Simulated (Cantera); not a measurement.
An isothermal, constant-pressure homogeneous reactor starts with 2.63 % H2, 97.4 % O2, equivalence ratio 0.013, at 1073 K and 13.5 Torr.

Detailed kinetics in Cantera: GRI-Mech 3.0 (53 species, 325 reactions). Radical loss at walls, strong at low pressure, is not modelled.

x: mole fraction; the columns are a selection and need not sum to one.

```tsv
t (s)	x H2	x O2	x H2O	x H	x OH	x H2O2
0.000900	0.0263	0.974	1.43e-8	4.06e-9	[?]	<1e-12
0.00207	0.0263	0.974	1.24e-6	3.02e-7	[?]	6.63e-12
0.00477	0.0153	0.966	0.00858	0.00260	[?]	2.70e-7
0.0110	0.000285	0.958	0.0244	0.00233	[?]	7.42e-8
0.0253	0.000142	0.965	0.0255	0.000928	[?]	6.83e-8
0.0583	5.36e-5	0.970	0.0262	0.000215	[?]	6.49e-8
0.134	1.41e-5	0.972	0.0265	2.99e-5	[?]	5.42e-8
0.309	3.08e-6	0.973	0.0266	3.20e-6	[?]	3.68e-8
0.711	6.63e-7	0.973	0.0266	3.39e-7	[?]	1.99e-8
1.64	1.57e-7	0.973	0.0266	4.15e-8	[?]	9.03e-9
3.77	4.29e-8	0.973	0.0266	6.19e-9	[?]	3.76e-9
8.69	1.34e-8	0.973	0.0266	1.12e-9	[?]	1.52e-9
20.0	4.64e-9	0.973	0.0266	2.35e-10	[?]	6.22e-10
```

**Question.** Fill in the missing entries.

**Answer.** 
- 0.000900, x OH: 6.93e-9
- 0.00207, x OH: 5.25e-7
- 0.00477, x OH: 0.00227
- 0.0110, x OH: 0.00117
- 0.0253, x OH: 0.000828
- 0.0583, x OH: 0.000506
- 0.134, x OH: 0.000261
- 0.309, x OH: 0.000124
- 0.711, x OH: 5.90e-5
- 1.64, x OH: 2.93e-5
- 3.77, x OH: 1.56e-5
- 8.69, x OH: 8.81e-6
- 20.0, x OH: 5.23e-6
